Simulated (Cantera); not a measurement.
Input: 1 mol c-C₄F₈, 11 mol H₂, at 1525 °C and 13.3 mbar.

Cantera equilibrium calculation (NASA polynomials, part measured and part estimated; ideal gas, pure solids and liquids). Candidate condensed phases: C, C₆H₆, C₇H₈, C₈H₁₈; 95 gas species. The feed counts by its element totals alone. The numbers say what is thermodynamically allowed, not how fast it happens.

Base state: HF 0.533, H₂ 0.465, H 0.00208, C₂H₂ (acetylene) 8.02e-5 (mole fractions); condensed: C(graphite).

What changes in the equilibrium state with this change: pressure from 13.3 mbar to 60.0 Pa?


```
species            before    after
----------------  -------  -------
HF                  0.533    0.531
H₂                  0.465    0.459
H                 0.00208  0.00974
C₂H₂ (acetylene)  8.02e-5  7.93e-5
C(graphite), mol     4.00     4.00
```
